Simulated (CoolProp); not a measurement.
Aqueous potassium acetate as a coolant, at -7 °C, 1 atm.

The numbers come from the Melinder's fits for secondary coolants in CoolProp.

| mass % | freezing point (°C) | cp (kJ/(kg K)) | conductivity (W/(m K)) | Prandtl number | viscosity (mPa s) |
|---|---|---|---|---|---|
| 17.1 | -8.9 | 3.561 | 0.502 | 24.9 | 3.50 |
| 20.3 | (withheld) | 3.462 | 0.492 | 27.0 | (withheld) |
| 23.5 | -14.5 | 3.366 | 0.483 | 29.6 | 4.25 |
| 26.7 | -18.3 | 3.272 | 0.475 | (withheld) | (withheld) |
| 29.9 | -22.9 | 3.178 | (withheld) | 36.9 | (withheld) |
| 33 | -28.2 | 3.088 | 0.458 | 41.9 | 6.21 |

**Question.** Some entries are withheld; supply them.

**Answer.** 
- 20.3, freezing point (°C): -11.5
- 20.3, viscosity (mPa s): 3.84
- 26.7, Prandtl number: 32.9
- 26.7, viscosity (mPa s): 4.77
- 29.9, conductivity (W/(m K)): 0.466
- 29.9, viscosity (mPa s): 5.42
